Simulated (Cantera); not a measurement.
Feed: 1 mol H₂O, 0.015 mol SO₂, held at 850 K and 3.53 Torr.

Cantera equilibrium calculation (NASA polynomials, part measured and part estimated; ideal gas, pure solids and liquids). Candidate condensed phases: H₂O, H₂SO₄, S; 19 gas species. Rates play no part.

Base state: H₂O 0.985, SO₂ 0.0148 (mole fractions); condensed: gas only.

**Question.** What changes in the equilibrium state with this change: temperature from 850 K to 2948 K?

**Answer.** 
```json
[
 {"species": "H", "before": "<1e-9", "after": "0.542"},
 {"species": "O", "before": "<1e-9", "after": "0.256"},
 {"species": "H₂", "before": "3.11e-7", "after": "0.0765"},
 {"species": "H₂O", "before": "0.985", "after": "0.0260"},
 {"species": "OH", "before": "<1e-9", "after": "0.0588"},
 {"species": "O₂", "before": "<1e-9", "after": "0.0347"},
 {"species": "SO₂", "before": "0.0148", "after": "0.000722"},
 {"species": "SO", "before": "<1e-9", "after": "0.00286"},
 {"species": "S", "before": "<1e-9", "after": "0.00240"},
 {"species": "SH", "before": "<1e-9", "after": "6.20e-5"}
]
```
